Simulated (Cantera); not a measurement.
A closed system holds: 1 mol SiHCl₃, 0.7 mol N₂, 29 mol H₂, at 1850 K and 13.0 Pa.

Method: chemical equilibrium by Gibbs-energy minimisation in Cantera with the NASA 1993 tables (ideal gas, pure condensed phases). The tables' values for SiCl, SiN are old estimates; treat these amounts as uncertain. Gases not in the tables: Si₂H₆ and higher silanes. Rates play no part.

```
species          before     after
-------------  --------  --------
H₂                0.832     0.907
HCl              0.0714    0.0708
SiCl₂           0.00750    0.0124
H                0.0431  0.000132
Si               0.0210   5.58e-7
N₂               0.0211   0.00938
Si₂             6.23e-5     <1e-9
SiN             1.33e-5   1.86e-9
SiH            0.000217   4.45e-8
SiCl            0.00122   1.91e-6
Cl              0.00281   8.67e-6
SiH₂            1.49e-5   8.37e-8
Si₃N₄(s), mol         0     0.203
```
Gas species are given as mole fractions.

Q: What was changed between the two runs?
A) H₂ from 29 to 0.3 mol
B) temperature from 1850 K to 1400 K
C) temperature from 1850 K to 1323 K
D) temperature from 1850 K to 948.15 K

A: C, temperature from 1850 K to 1323 K. N₂ is the only nitrogen source here; it is nearly inert below about 1500 K, so the nitride shown seldom forms there in practice. The tables' values for SiCl₃ are old estimates; treat these amounts as uncertain
